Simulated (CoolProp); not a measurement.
The fluid at 323.03 K and 10.2 MPa (stagnation) flows isentropically through a choked orifice. The same conditions are run with several fluids, on thermodynamics alone (safety and materials aside).

Values from CoolProp's reference Helmholtz-energy equation of state of each fluid (methane: Setzmann 1991; dry air: Lemmon 2000; normal hydrogen: Leachman 2009; nitrous oxide: Lemmon 2006; CH3F (R41): Lemmon 2006). Blends and air are pseudo-pure fits.

| fluid | throat to inlet pressure ratio | mass flux (kg/(m² s)) | throat temperature (K) |
|---|---|---|---|
| methane | … | … | … |
| dry air | … | 23600 | 265.2 |
| normal hydrogen | 0.517 | … | 266.9 |
| nitrous oxide | 0.709 | … | 309.5 |
| CH3F (R41) | 0.502 | … | … |

Q: Complete the blanks.

A: 
- methane, throat to inlet pressure ratio: 0.534
- methane, mass flux (kg/(m² s)): 18000
- methane, throat temperature (K): 275.1
- dry air, throat to inlet pressure ratio: 0.513
- normal hydrogen, mass flux (kg/(m² s)): 6000
- nitrous oxide, mass flux (kg/(m² s)): 52200
- CH3F (R41), mass flux (kg/(m² s)): 68500
- CH3F (R41), throat temperature (K): 310.9
